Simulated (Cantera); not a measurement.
Standard-state values (1 bar) from the NASA 1993 polynomials, evaluated with Cantera. Values are per mole of reaction as written; species without (g) are pure solids or liquids, kept so even where they would boil at 1 bar.

BCl3(g) + N(g) + 3 H(g) ⇌ 3 HCl(g) + BN

```json
[
 {"T (K)": "625", "ΔH° (kJ)": "?", "ΔS° (J/K)": "?", "ΔG° (kJ)": "?", "log10 K": "?"},
 {"T (K)": "725", "ΔH° (kJ)": "-1266.8", "ΔS° (J/K)": "-244.3", "ΔG° (kJ)": "-1089.7", "log10 K": "78.51"},
 {"T (K)": "825", "ΔH° (kJ)": "-1269.8", "ΔS° (J/K)": "-248.2", "ΔG° (kJ)": "-1065.0", "log10 K": "67.43"},
 {"T (K)": "925", "ΔH° (kJ)": "-1272.5", "ΔS° (J/K)": "-251.3", "ΔG° (kJ)": "-1040.0", "log10 K": "58.73"},
 {"T (K)": "1025", "ΔH° (kJ)": "-1275.0", "ΔS° (J/K)": "-253.8", "ΔG° (kJ)": "-1014.8", "log10 K": "51.71"},
 {"T (K)": "1125", "ΔH° (kJ)": "-1277.2", "ΔS° (J/K)": "-255.9", "ΔG° (kJ)": "-989.3", "log10 K": "45.93"},
 {"T (K)": "1225", "ΔH° (kJ)": "-1279.1", "ΔS° (J/K)": "-257.6", "ΔG° (kJ)": "-963.6", "log10 K": "41.09"},
 {"T (K)": "1325", "ΔH° (kJ)": "?", "ΔS° (J/K)": "?", "ΔG° (kJ)": "?", "log10 K": "?"},
 {"T (K)": "1425", "ΔH° (kJ)": "-1282.5", "ΔS° (J/K)": "-260.1", "ΔG° (kJ)": "-911.8", "log10 K": "33.42"},
 {"T (K)": "1525", "ΔH° (kJ)": "-1284.0", "ΔS° (J/K)": "-261.1", "ΔG° (kJ)": "-885.8", "log10 K": "30.34"},
 {"T (K)": "1625", "ΔH° (kJ)": "?", "ΔS° (J/K)": "?", "ΔG° (kJ)": "?", "log10 K": "?"}
]
```

### Question
Some entries are withheld; supply them.

### Answer

- 625, ΔH° (kJ): -1263.5
- 625, ΔS° (J/K): -239.5
- 625, ΔG° (kJ): -1113.9
- 625, log10 K: 93.09
- 1325, ΔH° (kJ): -1280.9
- 1325, ΔS° (J/K): -259.0
- 1325, ΔG° (kJ): -937.8
- 1325, log10 K: 36.97
- 1625, ΔH° (kJ): -1285.3
- 1625, ΔS° (J/K): -262.0
- 1625, ΔG° (kJ): -859.6
- 1625, log10 K: 27.63
